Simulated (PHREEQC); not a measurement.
# Brine: speciation

A solution holds 0.11 mol KCl, 0.00026 mol H3BO3 and 1.1e-05 mol H4SiO4 per kg of water, at 20 °C. Closed to the air; pH follows from the charge balance.

All values are PHREEQC results (ion-association model, wateq4f.dat), not measurements.

```
Item                   Result
--------------  -------------
pH                       6.39
ionic strength  0.110 mol/kgw
```

```csv
species,molality,activity,log γ
Cl-,0.110,0.0835,-0.120
K+,0.110,0.0835,-0.120
H3BO3,0.000260,0.000266,0.011
H4SiO4,1.10e-5,1.13e-5,0.011
H+,4.93e-7,4.06e-7,-0.085
H2BO3-,4.66e-7,3.44e-7,-0.132
OH-,2.21e-8,1.67e-8,-0.122
H3SiO4-,4.49e-9,3.43e-9,-0.117
```

No solid was allowed to form.
